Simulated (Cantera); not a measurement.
Input: 1 mol Al, 0.22 mol NH₃, 15 mol H₂, held at 0.0133 bar.

Equilibrium computed with Cantera from the NASA thermochemical tables; the gas is ideal and each condensed phase is pure. Candidate condensed phases: Al, AlN; 13 gas species. Mutual solubility and eutectic melting of coexisting phases are not modelled. Equilibrium is a limit: real reactors are often held back by kinetics, nucleation or transport.

Problem. At 1277 °C, list the 4 most abundant gas species with their mole fractions, and the condensed phases.

Solution. H₂ 0.997, Al 0.00220, H 0.000272, AlH 0.000253. Condensed: Al(l) + AlN(s).
